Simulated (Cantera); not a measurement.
A Cantera script and what it prints.

```python
import numpy as np
import cantera as ct

gas_names = """
    H HO2 H2 H2O H2O2 O OH O2 O3 Zr ZrO ZrO2
""".split()
cond_names = """
    H2O(s) H2O(L) Zr(a) Zr(b) Zr(L) ZrO2(a) ZrO2(b) ZrO2(L)
""".split()


# ... load() reads the species with a 1 bar reference pressure and builds the phases ...
atoms = {
    'Zr': {'Zr': 1},
    'H2O': {'H': 2, 'O': 1},
    'H2': {'H': 2},
}
top_T = {}  # K; cautious upper limits of use, not melting points


# ... equilibrate(T, P, feed) seeds the gas with the atoms and calls Mixture.equilibrate('TP', solver="vcs", rtol=1e-11, max_steps=5000) ...
results = []
feed = {'Zr': 1, 'H2O': 0.22, 'H2': 490}  # mol
T = 2523.15  # K
P = 2400  # Pa
mix = equilibrate(T, P, feed)
results.append((T, P, feed, dict(zip(mix.species_names, mix.species_moles))))
x = sorted(zip(gas.X, gas.species_names), reverse=True)
print(f"T = {T:g} K  P = {P:g} Pa  gas = {mix.phase_moles(0):.4g} mol")
print("   x: " + "  ".join(f"{s} {v:.3e}" for v, s in x if v > 0.0001))
print("   condensed (mol): " + ("  ".join(f"{mix.phase(i).name} {mix.phase_moles(i):.4g}"
      for i in range(1, mix.n_phases) if mix.phase_moles(i) > 1e-12) or "none"))
```

Output:

```
T = 2523.15 K  P = 2400 Pa  gas = 534.4 mol
   x: H2 8.354e-01  H 1.641e-01  ZrO 4.074e-04  Zr 1.497e-04
   condensed (mol): Zr(L) 0.7022
```

Equilibrium computed with Cantera from the NASA thermochemical tables; the gas is ideal and each condensed phase is pure. Condensed phases not in the tables: N, O or C dissolved in the metal.
